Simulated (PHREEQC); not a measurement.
A PHREEQC speciation (ion-association model, phreeqc.dat) at 65 °C gives pH 4.01 and these molalities:

```csv
species,mol/kgw
Cl-,0.0760
Cu+2,0.0313
CuCl+,0.0131
CuCl2,0.000428
H+,0.000120
Cu2(OH)2+2,5.94e-5
```

### Question
What are the element totals, and what could have been dissolved in 1 kg of water to give them?

### Answer
Several could match; the one computed here: totals Cl 0.0900, Cu(2) 0.0450 mol/kgw, from 0.045 mol CuCl2 per kg of water.

Precipitation was switched off in this run. Complexes and solids missing from the database can't appear. Constants without temperature data keep their 25 °C values here.
